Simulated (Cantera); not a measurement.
Input: 1 mol HgO, 4.9 mol N2, equilibrated at 10.0 mbar.

Equilibrium computed with Cantera from the NASA thermochemical tables; the gas is ideal and each condensed phase is pure. Candidate condensed phases: Hg, HgO; 10 gas species. Equilibrium is a limit: real reactors are often held back by kinetics, nucleation or transport.

Task: Which condensed phases are stable at each of these points (T (°C)): 250, 350, 450, 550, 650, 750, 850, 950, 1050, 1150?

Result: 
```
T (°C)  condensed phases  Hg condensed (%)
------  ----------------  ----------------
250               HgO(s)              15.9
350             gas only               0.0
450             gas only               0.0
550             gas only               0.0
650             gas only               0.0
750             gas only               0.0
850             gas only               0.0
950             gas only               0.0
1050            gas only               0.0
1150            gas only               0.0
```

At 250 °C the condensed part is HgO(s). From 350 °C to 1150 °C nothing is condensed.
